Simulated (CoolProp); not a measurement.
Dodecamethylpentasiloxane (MD3M) at several states: Z from the reference equation and from simpler models built on Tc = 354.9 °C, pc = 0.9540 MPa, ω = 0.730; each cubic takes its own stable root.

The numbers come from the reference Helmholtz-energy equation of state, Thol 2019 in CoolProp.

| T (°C) | p (MPa) | phase | reference | Redlich-Kwong | Soave-Redlich-Kwong | Peng-Robinson |
|---|---|---|---|---|---|---|
| 266.25 | 0.423 | liquid | 0.05985 | 0.07833 | 0.06859 | 0.06059 |
| 152.25 | 0.226 | liquid | 0.03305 | 0.04114 | 0.03732 | 0.03312 |
| -20.75 | 0.363 | liquid | 0.07279 | 0.09201 | 0.08809 | 0.07877 |
| 334.15 | 0.0403 | gas | 0.9820 | 0.9840 | 0.9833 | 0.9816 |
